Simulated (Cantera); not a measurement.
A perfectly stirred reactor is fed with 16.9 % NO, 83.1 % N2, at 1.50 bar; it is held at 2148 K, and followed from long to short residence time.

Computed with Cantera and GRI-Mech 3.0 (53 species, 325 reactions).

x: mole fraction; the columns are a selection and need not sum to one.

```json
[
 {"τ (s)": "16", "x NO": "0.0106", "x N2O": "5.72e-7", "x O2": "0.0792", "x N2": "0.910", "x O": "0.000446"},
 {"τ (s)": "4.1", "x NO": "0.0181", "x N2O": "6.66e-7", "x O2": "0.0754", "x N2": "0.906", "x O": "0.000436"},
 {"τ (s)": "1.1", "x NO": "0.0389", "x N2O": "1.22e-6", "x O2": "0.0651", "x N2": "0.896", "x O": "0.000407"},
 {"τ (s)": "0.27", "x NO": "0.0875", "x N2O": "4.23e-6", "x O2": "0.0408", "x N2": "0.871", "x O": "[?]"},
 {"τ (s)": "0.070", "x NO": "0.139", "x N2O": "1.02e-5", "x O2": "0.0152", "x N2": "0.846", "x O": "[?]"},
 {"τ (s)": "0.018", "x NO": "0.162", "x N2O": "1.38e-5", "x O2": "0.00386", "x N2": "0.834", "x O": "[?]"},
 {"τ (s)": "0.0046", "x NO": "0.168", "x N2O": "1.46e-5", "x O2": "0.000883", "x N2": "0.831", "x O": "[?]"},
 {"τ (s)": "0.0012", "x NO": "0.169", "x N2O": "1.40e-5", "x O2": "0.000171", "x N2": "0.831", "x O": "[?]"},
 {"τ (s)": "0.00030", "x NO": "0.169", "x N2O": "1.12e-5", "x O2": "1.59e-5", "x N2": "0.831", "x O": "[?]"}
]
```

Task: What belongs in the gaps?

Result: 
- 0.27, x O: 0.000328
- 0.070, x O: 0.000216
- 0.018, x O: 0.000138
- 0.0046, x O: 0.000105
- 0.0012, x O: 8.20e-5
- 0.00030, x O: 4.17e-5
